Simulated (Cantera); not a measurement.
Input (Python, Cantera):

```python
import numpy as np
import cantera as ct

gas = ct.Solution("gri30.yaml")
gas.TPX = 1300, 2666, {'H2': 0.27, 'O2': 1, 'N2': 2.3}
reactor = ct.IdealGasConstPressureReactor(gas, energy="off", clone=False)
net = ct.ReactorNet([reactor])
net.rtol, net.atol = 1e-08, 1e-18
show = ['H2', 'O2', 'NO', 'H', 'H2O', 'H2O2', 'N2O']
times = np.geomspace(4e-06, 10, 11)

steps = ct.SolutionArray(gas, extra=["t"])
rows = []
print(f"{'t/s':>10s}{'T/K':>9s}{'P/Pa':>11s}" + "".join(f"{s:>11s}" for s in show))
for t in times:
    while net.time < t:
        t_next = net.step()
        steps.append(gas.state, t=t_next)
    rows.append([np.interp(t, steps.t, y) for y in (steps.T, steps.P, *steps(*show).X.T)])
    print(f"{t:10.3e}{rows[-1][0]:9.1f}{rows[-1][1]:11.4g}" + "".join(f"{x:11.3e}" for x in rows[-1][2:]))
rate = np.gradient(steps.T, steps.t)
print("integrator steps:", len(steps.t))
if steps.T.max() > steps.T[0] + 200:
    print(f"time of steepest temperature rise: {steps.t[rate.argmax()]:.4e} s")
gas.TPX = 1300, 2666, {'H2': 0.27, 'O2': 1, 'N2': 2.3}
gas.equilibrate("TP")
print(f"equilibrium (TP): T = {gas.T:.1f} K  " + "  ".join(f"{s} {gas[s].X[0]:.3e}" for s in show))
```

It prints:

```
       t/s      T/K       P/Pa         H2         O2         NO          H        H2O       H2O2        N2O
 4.000e-06   1300.0       2666  7.563e-02  2.801e-01  1.727e-22  8.585e-10  2.469e-12  4.915e-14  5.095e-17
 1.745e-05   1300.0       2666  7.563e-02  2.801e-01  1.504e-20  3.481e-09  1.738e-10  9.329e-13  2.460e-16
 7.615e-05   1300.0       2666  7.563e-02  2.801e-01  1.286e-18  1.797e-08  9.760e-09  1.755e-11  1.580e-15
 3.322e-04   1300.0       2666  7.563e-02  2.801e-01  2.777e-16  1.016e-06  1.610e-06  3.229e-10  3.024e-14
 1.450e-03   1300.0       2666  5.451e-03  2.364e-01  1.442e-07  2.525e-02  5.484e-02  1.632e-07  2.839e-09
 6.325e-03   1300.0       2666  3.168e-03  2.377e-01  2.018e-06  1.710e-02  6.245e-02  1.415e-07  8.104e-09
 2.759e-02   1300.0       2666  1.310e-03  2.461e-01  4.245e-06  3.946e-03  7.315e-02  1.452e-07  1.237e-08
 1.204e-01   1300.0       2666  1.153e-04  2.511e-01  4.554e-06  9.738e-05  7.794e-02  6.180e-08  2.491e-08
 5.253e-01   1300.0       2666  7.351e-06  2.517e-01  4.562e-06  1.581e-06  7.848e-02  1.230e-08  3.408e-08
 2.292e+00   1300.0       2666  8.422e-07  2.518e-01  4.564e-06  6.213e-08  7.856e-02  2.396e-09  3.454e-08
 1.000e+01   1300.0       2666  1.585e-07  2.518e-01  4.563e-06  5.118e-09  7.859e-02  5.881e-10  2.318e-08
integrator steps: 1897
equilibrium (TP): T = 1300.0 K  H2 8.384e-08  O2 2.516e-01  NO 4.015e-04  H 1.975e-09  H2O 7.859e-02  H2O2 3.530e-10  N2O 4.006e-09
```

Computed with Cantera and GRI-Mech 3.0 (53 species, 325 reactions). Radical loss at walls, strong at low pressure, is not modelled. The temperature is held fixed by assumption; the heat of reaction is taken as removed at once.
